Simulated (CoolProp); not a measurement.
Vapour-liquid equilibrium of carbon dioxide (1) + CH3F (R41) (2) at -50.95 °C; x and y are mole fractions of (1).

Computed with CoolProp (multi-fluid Helmholtz-energy mixture model, Span 1996 and Lemmon 2006; pair parameters Bell 2016).

```csv
x,"bubble pressure, mixture model (MPa)","bubble pressure, Raoult's law (MPa)","y, mixture model","y, Raoult's law"
0.05,[?],0.3881,0.080,0.085
0.2,0.4261,0.4304,[?],0.305
0.35,0.4640,0.4728,0.462,0.486
0.5,[?],0.5152,[?],0.637
0.65,0.5451,0.5575,0.754,0.765
0.8,[?],0.5999,0.873,0.875
0.95,[?],0.6423,[?],0.971
```

Problem. What belongs in the gaps?

Solution. 
- 0.05, bubble pressure, mixture model (MPa): 0.3875
- 0.2, y, mixture model: 0.287
- 0.5, bubble pressure, mixture model (MPa): 0.5032
- 0.5, y, mixture model: 0.617
- 0.8, bubble pressure, mixture model (MPa): 0.5906
- 0.95, bubble pressure, mixture model (MPa): 0.6395
- 0.95, y, mixture model: 0.972

The largest gap from Raoult's law is -2.3 % in bubble pressure, at x = 0.5. No azeotrope shows between x = 0.05 and 0.95.

The pair parameters rest on a limited set of measurements; away from them the model extrapolates.
